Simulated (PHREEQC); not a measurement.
Dissolve 0.12 mol/kgw HCl, 3.6e-05 mol/kgw LiCl and 0.0038 mol/kgw Fe2(SO4)3 at 25 °C. It is in equilibrium with CO2 at log p = -2 (atm). Otherwise closed; pH follows from the charge balance.

All values are PHREEQC results (ion-association model, phreeqc.dat), not measurements.

The ionic strength comes out as 0.137 mol/kgw. What activity coefficients do Cl-, HSO4-, Li+, FeHSO4+2, FeOH+2 get?

Cl- 0.74, HSO4- 0.76, Li+ 0.78, FeHSO4+2 0.34, FeOH+2 0.34.

No solid was allowed to form. The solution is supersaturated, for example in Hematite (slow to form), Goethite (slow to form), so a real one may precipitate; this is no full list. Species that the database lacks are ignored.
